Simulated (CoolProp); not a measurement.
Vapour-liquid equilibrium of dimethyl ether (1) + methanol (2) at 306.8 K; x and y are mole fractions of (1).

Computed with CoolProp (multi-fluid Helmholtz-energy mixture model, Wu 2011 and de Reuck 1993; pair parameters Bell 2016).

Task: Give the bubble pressure and the first vapour's composition at x = 0.05, 0.15, 0.35. Is there an azeotrope?

Result: x = 0.05: 0.1009 MPa, y = 0.746; x = 0.15: 0.2280 MPa, y = 0.893; x = 0.35: 0.4036 MPa, y = 0.945. No azeotrope shows between x = 0.05 and 0.95.

Pair parameters are fitted to limited data, so mixtures are less certain than the pure fluids. With so large a gap from Raoult's law the liquid may split in two, which this calculation doesn't test in full.
